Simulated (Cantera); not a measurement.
Cantera run:

```python
import numpy as np
import cantera as ct

gas_names = """
    CL CL2 H HCL H2 N NH NH2 NH3 N2 N2H2 N2H4 Si SiCL SiCL2 SiCL3 SiCL4 SiH SiHCL3 SiH2 SiH2CL2 SiH3
    SiH3CL SiH4 SiN Si2 Si2N Si3
""".split()
cond_names = """
    NH4CL(a) NH4CL(b) Si(cr) Si(L) Si3N4(a)
""".split()


# ... load() reads the species with a 1 bar reference pressure and builds the phases ...
atoms = {
    'SiHCl3': {'Si': 1, 'H': 1, 'CL': 3},
    'HCl': {'H': 1, 'CL': 1},
    'N2': {'N': 2},
}
top_T = {'Si3N4(a)': 2400}  # K; cautious upper limits of use, not melting points


# ... equilibrate(T, P, feed) seeds the gas with the atoms and calls Mixture.equilibrate('TP', solver="vcs", rtol=1e-11, max_steps=5000) ...
results = []
feed = {'SiHCl3': 1, 'HCl': 0.37, 'N2': 8.1}  # mol
P = 101325  # Pa
for T in [1000, 1100, 1200, 1300, 1400, 1500, 1600]:
    mix = equilibrate(T, P, feed)
    results.append((T, P, feed, dict(zip(mix.species_names, mix.species_moles))))
    x = sorted(zip(gas.X, gas.species_names), reverse=True)
    print(f"T = {T:g} K  P = {P:g} Pa  gas = {mix.phase_moles(0):.4g} mol")
    print("   x: " + "  ".join(f"{s} {v:.3e}" for v, s in x if v > 0.0001))
    print("   condensed (mol): " + ("  ".join(f"{mix.phase(i).name} {mix.phase_moles(i):.4g}"
          for i in range(1, mix.n_phases) if mix.phase_moles(i) > 1e-12) or "none"))
```

Result:

```
T = 1000 K  P = 101325 Pa  gas = 9.601 mol
   x: N2 8.165e-01  HCL 9.783e-02  SiCL4 6.321e-02  H2 2.238e-02  SiHCL3 1.019e-04
   condensed (mol): Si3N4(a) 0.1307
T = 1100 K  P = 101325 Pa  gas = 9.604 mol
   x: N2 8.156e-01  HCL 1.017e-01  SiCL4 6.211e-02  H2 2.039e-02  SiHCL3 1.837e-04
   condensed (mol): Si3N4(a) 0.1337
T = 1200 K  P = 101325 Pa  gas = 9.607 mol
   x: N2 8.148e-01  HCL 1.047e-01  SiCL4 6.105e-02  H2 1.881e-02  SiCL3 3.185e-04  SiHCL3 2.986e-04
   condensed (mol): Si3N4(a) 0.1358
T = 1300 K  P = 101325 Pa  gas = 9.613 mol
   x: N2 8.141e-01  HCL 1.069e-01  SiCL4 5.967e-02  H2 1.757e-02  SiCL3 1.116e-03  SiHCL3 4.468e-04  SiCL2 1.239e-04
   condensed (mol): Si3N4(a) 0.1367
T = 1400 K  P = 101325 Pa  gas = 9.628 mol
   x: N2 8.132e-01  HCL 1.084e-01  SiCL4 5.716e-02  H2 1.663e-02  SiCL3 3.199e-03  SiCL2 7.602e-04  SiHCL3 6.206e-04
   condensed (mol): Si3N4(a) 0.1352
T = 1500 K  P = 101325 Pa  gas = 9.669 mol
   x: N2 8.113e-01  HCL 1.088e-01  SiCL4 5.189e-02  H2 1.606e-02  SiCL3 7.594e-03  SiCL2 3.529e-03  SiHCL3 7.937e-04
   condensed (mol): Si3N4(a) 0.1277
T = 1600 K  P = 101325 Pa  gas = 9.771 mol
   x: N2 8.072e-01  HCL 1.071e-01  SiCL4 4.157e-02  H2 1.610e-02  SiCL3 1.456e-02  SiCL2 1.256e-02  SiHCL3 9.026e-04
   condensed (mol): Si3N4(a) 0.1067
```

Cantera equilibrium calculation (NASA polynomials, part measured and part estimated; ideal gas, pure solids and liquids). N2 is the only nitrogen source here; it is nearly inert below about 1500 K, so the nitride shown seldom forms there in practice. The tables' values for SiCl3 are old estimates; treat these amounts as uncertain.
